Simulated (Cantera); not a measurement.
A perfectly stirred reactor is fed with CH4 : CO2 : H2 = 1 : 0.75 : 0.16 (molar parts), at 3.95 atm; it is held at 2023 K, and followed from long to short residence time.

Detailed kinetics in Cantera: GRI-Mech 3.0 (53 species, 325 reactions).

Predict: x(CH4) at τ = 9.40 s; x(CO2) at τ = 9.40 s; x(H2) at τ = 9.40 s; x(CO) at τ = 9.40 s; x(CH3) at τ = 9.40 s; x(CH4) at τ = 50.0 ms; x(CO2) at τ = 50.0 ms; x(H2) at τ = 50.0 ms; x(CO) at τ = 50.0 ms; x(CH3) at τ = 50.0 ms.


```json
{
 "x(CH4) at τ = 9.40 s": "0.00406",
 "x(CO2) at τ = 9.40 s": "0.000103",
 "x(H2) at τ = 9.40 s": "0.551",
 "x(CO) at τ = 9.40 s": "0.411",
 "x(CH3) at τ = 9.40 s": "0.000103",
 "x(CH4) at τ = 50.0 ms": "0.0143",
 "x(CO2) at τ = 50.0 ms": "0.00849",
 "x(H2) at τ = 50.0 ms": "0.498",
 "x(CO) at τ = 50.0 ms": "0.375",
 "x(CH3) at τ = 50.0 ms": "0.000379"
}
```
